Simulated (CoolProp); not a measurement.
Vapour-liquid equilibrium of CHF3 (R23) (1) + n-butane (2) at -18.75 °C; x and y are mole fractions of (1).

Model: multi-fluid Helmholtz-energy mixture model, Penoncello 2003 and Bücker 2006; pair parameters Bell 2016, in CoolProp.

Task: Give the bubble pressure and the first vapour's composition at x = 0.05, 0.5, 0.8. Is there an azeotrope?

Result: x = 0.05: 331.1 kPa, y = 0.849; x = 0.5: 1208 kPa, y = 0.954; x = 0.8: 1268 kPa, y = 0.961. No azeotrope shows between x = 0.05 and 0.95.

Pair parameters are fitted to limited data, so mixtures are less certain than the pure fluids. With so large a gap from Raoult's law the liquid may split in two, which this calculation doesn't test in full.
